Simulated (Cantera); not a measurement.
**Transport properties of process gases**

Gas mixture: 100 % C2H6, at 17.0 Pa, frozen composition.

Cantera's kinetic-theory transport with the Lennard-Jones parameters of GRI-Mech 3.0, ideal gas; thermal conductivity in the mixture-averaged form. The composition is frozen, though it would react at the higher temperatures.

| T (K) | ρ (kg/m³) | cp (J/kg/K) | μ (µPa s) | λ (mW/m/K) | Pr | D (cm²/s) OH | D (cm²/s) CH4 | D (cm²/s) C2H2 |
|---|---|---|---|---|---|---|---|---|
| 400 | 0.000154 | 2167 | 12.3 | 35.6 | 0.750 | 2240 | 1610 | 1190 |
| 600 | 0.000102 | 2972 | 17.4 | 69.0 | 0.751 | 4550 | 3320 | 2500 |
| 800 | 7.69e-5 | 3591 | 21.8 | 105 | 0.749 | 7430 | 5480 | 4160 |
| 1000 | 6.15e-5 | 4080 | 25.7 | 140 | 0.751 | 10800 | 8030 | 6120 |
| 1200 | 5.12e-5 | 4449 | 29.3 | 174 | 0.750 | 14700 | 10900 | 8370 |
| 1400 | 4.39e-5 | 4736 | 32.6 | 206 | 0.749 | 19000 | 14200 | 10900 |
D: mixture-averaged diffusion coefficient of that species in the mixture.
